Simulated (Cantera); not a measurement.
An adiabatic, constant-volume homogeneous reactor starts with CH4 : O2 : N2 = 1 : 5.88 : 22.1 (molar parts), equivalence ratio 0.34, at 1075 K and 1000000 Pa. Integrator tolerance rtol = 1e-08.

Computed with Cantera and GRI-Mech 3.0 (53 species, 325 reactions).

Question: What does this change do: pressure from 1000000 Pa to 1100000 Pa?

Answer: 
```tsv
quantity	before	after
time of steepest temperature rise	18.0 ms	16.5 ms
temperature at 3.00 s	2022 K	2022 K
equilibrium temperature	2022 K	2022 K
x(CH4) at 3.00 s	<1e-12 (gas-phase equilibrium <1e-12)	<1e-12 (gas-phase equilibrium <1e-12)
x(O2) at 3.00 s	0.130 (gas-phase equilibrium 0.130)	0.130 (gas-phase equilibrium 0.130)
x(CO) at 3.00 s	3.50e-5 (gas-phase equilibrium 3.50e-5)	3.34e-5 (gas-phase equilibrium 3.34e-5)
x(N2O) at 3.00 s	1.51e-6 (gas-phase equilibrium 1.51e-6)	1.58e-6 (gas-phase equilibrium 1.58e-6)
x(NO2) at 3.00 s	3.58e-5 (gas-phase equilibrium 3.58e-5)	3.76e-5 (gas-phase equilibrium 3.76e-5)
x(C2H4) at 3.00 s	<1e-12 (gas-phase equilibrium <1e-12)	<1e-12 (gas-phase equilibrium <1e-12)
x(CH2O) at 3.00 s	<1e-12 (gas-phase equilibrium <1e-12)	<1e-12 (gas-phase equilibrium <1e-12)
```

Question: What does this change do: initial temperature 1075 to 1300 K?

Answer: 
```
quantity                                                            before                                      after
---------------------------------  ---------------------------------------  -----------------------------------------
time of steepest temperature rise                                  18.0 ms                                   0.926 ms
temperature at 3.00 s                                               2022 K                                     2207 K
equilibrium temperature                                             2022 K                                     2207 K
x(CH4) at 3.00 s                     <1e-12 (gas-phase equilibrium <1e-12)      <1e-12 (gas-phase equilibrium <1e-12)
x(O2) at 3.00 s                        0.130 (gas-phase equilibrium 0.130)        0.128 (gas-phase equilibrium 0.128)
x(CO) at 3.00 s                    3.50e-5 (gas-phase equilibrium 3.50e-5)  0.000148 (gas-phase equilibrium 0.000148)
x(N2O) at 3.00 s                   1.51e-6 (gas-phase equilibrium 1.51e-6)    2.22e-6 (gas-phase equilibrium 2.22e-6)
x(NO2) at 3.00 s                   3.58e-5 (gas-phase equilibrium 3.58e-5)    4.00e-5 (gas-phase equilibrium 4.00e-5)
x(C2H4) at 3.00 s                    <1e-12 (gas-phase equilibrium <1e-12)      <1e-12 (gas-phase equilibrium <1e-12)
x(CH2O) at 3.00 s                    <1e-12 (gas-phase equilibrium <1e-12)      <1e-12 (gas-phase equilibrium <1e-12)
```
